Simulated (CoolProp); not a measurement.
Toluene along the isotherm 121.35 °C: density (kg/m³) from the reference equation and from simpler models built on Tc = 318.6 °C, pc = 4.126 MPa, ω = 0.266; each cubic takes its own stable root.

The numbers come from the reference Helmholtz-energy equation of state, Lemmon 2006 in CoolProp. It is a short technical equation, of lower accuracy than the large ones.

```
p (MPa)   phase  reference
-------  ------  ---------
3.75     liquid      773.4
7.5      liquid      778.6
11.3     liquid      783.6
15       liquid      788.2
18.8     liquid      792.7
22.5     liquid      796.8
26.3     liquid      800.9
30       liquid      804.7
33.8     liquid      808.4
37.5     liquid      811.9
41.3     liquid      815.4
```

### Question
How far does each simpler model (van der Waals, Soave-Redlich-Kwong) lie from the reference over these 11 states: mean and median of the absolute difference, and the worst?

### Answer
- van der Waals: mean 37.2 %, median 36.8 %, worst -39.9 % at 121.35 °C and 3.75 MPa
- Soave-Redlich-Kwong: mean 9.1 %, median 9.0 %, worst -10.1 % at 121.35 °C and 3.75 MPa
